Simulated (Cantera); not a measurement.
Charge: 1 mol SiH2Cl2, 7.3 mol N2, 72 mol H2, equilibrated at 1050 °C and 0.00800 bar.

Equilibrium computed with Cantera from the NASA thermochemical tables; the gas is ideal and each condensed phase is pure. Candidate condensed phases: NH4Cl, Si, Si3N4; 28 gas species. N2 is the only nitrogen source here; it is nearly inert below about 1500 K, so the nitride shown seldom forms there in practice. Rates play no part.

Base state: H2 0.893, N2 0.0823, HCl 0.0248, SiCl2 2.32e-5, H 1.68e-5 (mole fractions); condensed: Si3N4(s).

Question: What changes in the equilibrium state with this change: SiH2Cl2 replaced by trisilylamine?

Answer: 
```json
[
 {"species": "H2", "before": "0.893", "after": "0.930"},
 {"species": "N2", "before": "0.0823", "after": "0.0705"},
 {"species": "H", "before": "1.68e-5", "after": "1.71e-5"},
 {"species": "HCl", "before": "0.0248", "after": "0"},
 {"species": "SiCl2", "before": "2.32e-5", "after": "0"},
 {"species": "Si3N4(s), mol", "before": "0.333", "after": "1.00"}
]
```
The feed counts by its element totals alone.

Question: What changes in the equilibrium state with this change: N2 from 7.3 to 0.56 mol?

Answer: 
| species | before | after |
|---|---|---|
| H2 | 0.893 | 0.975 |
| HCl | 0.0248 | 0.0237 |
| SiCl2 | 2.32e-5 | 0.00158 |
| N2 | 0.0823 | 0.000113 |
| SiCl3 | 4.96e-7 | 3.10e-5 |
| H | 1.68e-5 | 1.75e-5 |
| Si3N4(s), mol | 0.333 | 0.276 |
| Si(s), mol | 0 | 0.0524 |
Mutual solubility and eutectic melting of coexisting phases are not modelled. The tables' values for SiCl3 are old estimates; treat these amounts as uncertain.
